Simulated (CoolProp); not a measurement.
Model: reference Helmholtz-energy equation of state, Lemmon 2006, in CoolProp. It is a short technical equation, of lower accuracy than the large ones.

**Question.** For carbonyl sulfide, give the phase and the Z, cp (kJ/(kg K)) at 301.6 K and 38.4 bar; 321 K and 38.4 bar.

**Answer.** 
- 301.6 K and 38.4 bar: liquid; Z 0.0929, cp 1.35
- 321 K and 38.4 bar: liquid; Z 0.0931, cp 1.47
